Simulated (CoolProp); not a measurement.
Vapour-liquid equilibrium of R125 (1) + ethanol (2) at 0.0822 MPa; x and y are mole fractions of (1).

Values from CoolProp's multi-fluid Helmholtz-energy mixture model, Lemmon 2005 and Schroeder 2014; pair parameters Bell 2016.

| x | bubble temperature (°C) | y at the bubble point | dew temperature at overall composition x (°C) | liquid density (mol/L) |
|---|---|---|---|---|
| 0.05 | -5.2 | 0.987 | 71.9 | 17.30 |
| 0.125 | -27.7 | 0.998 | 69.9 | 17.29 |
| 0.2 | -35.9 | 0.999 | 67.8 | 17.02 |
| 0.275 | -40.3 | 0.999 | 65.4 | 16.69 |
| 0.35 | -43.0 | 1.000 | 62.9 | 16.32 |
| 0.425 | -44.8 | 1.000 | 60.1 | 15.94 |
| 0.5 | -46.1 | 1.000 | 57.0 | 15.56 |
| 0.575 | -47.0 | 1.000 | 53.5 | 15.16 |
| 0.65 | -47.8 | 1.000 | 49.4 | 14.75 |
| 0.725 | -48.6 | 1.000 | 44.4 | 14.34 |
| 0.8 | -49.3 | 1.000 | 38.2 | 13.92 |
| 0.875 | -50.2 | 1.000 | 29.5 | 13.48 |
| 0.95 | -51.3 | 1.000 | 14.0 | 13.04 |

No azeotrope shows between x = 0.05 and 0.95.

Pair parameters are fitted to limited data, so mixtures are less certain than the pure fluids. With so large a gap from Raoult's law the liquid may split in two, which this calculation doesn't test in full.
